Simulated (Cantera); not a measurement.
Ammonia decomposition in nitride growth gas

An isothermal, constant-pressure homogeneous reactor starts with NH₃ : N₂ = 1 : 9.1 (molar parts), at 1848 K and 97.5 Torr.

Model: the gas-phase N/H chemistry of the illustrative SiF4/NH3 mechanism in the Surface Chemkin manual (1991), integrated in Cantera. Walls and surfaces, which speed up NH3 decomposition in real reactors, are not modelled.

```tsv
t (s)	x NH₃	x N₂H₂	x NH	x N	x H	x N₂H₄	x NH₂
2.00e-5	0.0990	1.14e-12	1.66e-11	<1e-12	1.04e-7	<1e-12	8.01e-7
4.86e-5	0.0990	1.29e-11	1.27e-10	<1e-12	1.06e-7	<1e-12	2.09e-6
0.000118	0.0990	1.06e-10	9.34e-10	<1e-12	1.06e-7	6.11e-12	5.24e-6
0.000287	0.0990	7.37e-10	7.28e-9	5.41e-12	1.06e-7	3.76e-11	1.29e-5
0.000697	0.0990	5.05e-9	5.62e-8	8.73e-11	1.12e-7	2.24e-10	3.13e-5
0.00169	0.0989	3.51e-8	3.08e-7	6.92e-10	1.50e-7	1.30e-9	7.51e-5
0.00412	0.0988	1.91e-7	9.77e-7	2.95e-9	3.78e-7	6.28e-9	0.000165
0.0100	0.0982	4.32e-7	1.76e-6	1.18e-8	1.20e-6	1.30e-8	0.000238
0.0243	0.0968	4.50e-7	2.20e-6	3.46e-8	2.87e-6	1.21e-8	0.000230
0.0590	0.0934	4.27e-7	2.75e-6	9.21e-8	6.40e-6	9.69e-9	0.000205
0.143	0.0857	3.74e-7	3.24e-6	1.95e-7	1.38e-5	7.01e-9	0.000175
0.349	0.0701	2.81e-7	3.36e-6	2.99e-7	2.89e-5	4.47e-9	0.000139
0.847	0.0448	1.55e-7	2.93e-6	3.48e-7	5.84e-5	2.13e-9	9.62e-5
2.06	0.0176	4.75e-8	1.99e-6	3.30e-7	0.000111	5.27e-10	4.79e-5
5.00	0.00285	5.14e-9	9.13e-7	2.60e-7	0.000216	3.79e-11	1.28e-5
```
x: mole fraction; the columns are a selection and need not sum to one.

Equilibrium at this temperature and pressure: NH₃ 1.57e-7, N₂H₂ <1e-12, NH 3.06e-10, N 2.16e-10, H 0.000544, N₂H₄ <1e-12, NH₂ 1.74e-9 (gas phase only).
